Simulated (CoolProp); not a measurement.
A closed Brayton cycle with dry air: compressor inlet 307.15 K and 6.5 MPa, high pressure 15.6 MPa, turbine inlet 685 K, compressor efficiency 0.89, turbine efficiency 0.9, recuperator effectiveness 0.9 (on enthalpy, no pinch check). Each further row changes one setting.

Computed with CoolProp (reference Helmholtz-energy equation of state, Lemmon 2000). It is a pseudo-pure fit of the blend.

```tsv
case	thermal efficiency (%)	net work (kJ/kg)	compressor to turbine work	compressor exit (K)	turbine exit (K)
as stated	25.8	42.6	0.70	406.8	553.4
turbine inlet 635 K	21.3	(withheld)	0.76	406.8	511.6
compressor inlet 317.15 K	23.9	39.0	0.73	419.9	553.4
high pressure 13.3 MPa	(withheld)	39.4	0.67	(withheld)	575.4
recuperator effectiveness 0.5	18.7	42.6	0.70	406.8	553.4
```

Q: Some entries are withheld; supply them.

A: 
- turbine inlet 635 K, net work (kJ/kg): 32.0
- high pressure 13.3 MPa, thermal efficiency (%): 27.1
- high pressure 13.3 MPa, compressor exit (K): 386.8
